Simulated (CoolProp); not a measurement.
Computed with CoolProp (reference Helmholtz-energy equation of state, Wu 2012).

Problem. For fluoroethane (R161), give the phase and the density (kg/m³), speed of sound (m/s) at 187.9 K and 0.963 MPa; 187.9 K and 1.16 MPa.

Solution. 
- 187.9 K and 0.963 MPa: liquid; density 882, speed of sound 1400
- 187.9 K and 1.16 MPa: liquid; density 883, speed of sound 1400
